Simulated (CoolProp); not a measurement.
Isobutane at several states: density (kg/m³) from the reference equation and from simpler models built on Tc = 134.7 °C, pc = 3629 kPa, ω = 0.184; each cubic takes its own stable root.

Model: reference Helmholtz-energy equation of state, Bücker 2006, in CoolProp.

| T (°C) | p (kPa) | phase | reference |
|---|---|---|---|
| 144.15 | 26.5 | gas | 0.4449 |
| 39.15 | 24.5 | gas | 0.5514 |
| 57.75 | 500 | gas | 11.74 |
| 217.45 | 26.3 | gas | 0.3752 |
| 6.65 | 1000 | liquid | 574.2 |
| -89.75 | 1900 | liquid | 675.2 |

**Question.** How far does each simpler model (van der Waals, Redlich-Kwong, Soave-Redlich-Kwong, Peng-Robinson) lie from the reference over these 6 states: mean and median of the absolute difference, and the worst?

**Answer.** 
- van der Waals: mean 13.0 %, median 1.6 %, worst -37.6 % at -89.75 °C and 1900 kPa
- Redlich-Kwong: mean 2.9 %, median 0.5 %, worst -8.6 % at 6.65 °C and 1000 kPa
- Soave-Redlich-Kwong: mean 2.3 %, median 0.2 %, worst -6.7 % at -89.75 °C and 1900 kPa
- Peng-Robinson: mean 1.8 %, median 0.2 %, worst +6.0 % at 6.65 °C and 1000 kPa
